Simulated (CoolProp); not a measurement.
Vapour-liquid equilibrium of R22 (1) + R123 (2) at 332.9 K; x and y are mole fractions of (1).

Model: multi-fluid Helmholtz-energy mixture model, Kamei 1995 and Younglove 1994; pair parameters Bell 2016, in CoolProp.

| x | bubble pressure, mixture model (kPa) | bubble pressure, Raoult's law (kPa) | y, mixture model | y, Raoult's law |
|---|---|---|---|---|
| 0.05 | 366.8 | 390.4 | … | 0.309 |
| 0.125 | 499.0 | 550.2 | 0.469 | 0.549 |
| 0.2 | 638.8 | 709.9 | 0.606 | 0.680 |
| 0.275 | 784.2 | 869.7 | 0.697 | 0.763 |
| 0.35 | 933.7 | 1030 | … | 0.821 |
| 0.425 | 1086 | 1189 | … | 0.863 |
| 0.5 | 1242 | 1349 | 0.848 | 0.895 |
| 0.575 | 1399 | 1509 | 0.879 | 0.920 |
| 0.65 | … | 1669 | … | 0.940 |
| 0.725 | 1726 | 1828 | 0.927 | 0.957 |
| 0.8 | … | 1988 | 0.948 | 0.971 |
| 0.875 | 2079 | 2148 | 0.968 | 0.983 |
| 0.95 | 2274 | 2308 | 0.987 | 0.994 |

**Question.** Some entries are withheld; supply them.

**Answer.** 
- 0.05, y, mixture model: 0.245
- 0.35, y, mixture model: 0.762
- 0.425, y, mixture model: 0.811
- 0.65, bubble pressure, mixture model (kPa): 1560
- 0.65, y, mixture model: 0.905
- 0.8, bubble pressure, mixture model (kPa): 1898

The largest gap from Raoult's law is -10.0 % in bubble pressure, at x = 0.2. No azeotrope shows between x = 0.05 and 0.95.

The pair parameters rest on a limited set of measurements; away from them the model extrapolates.
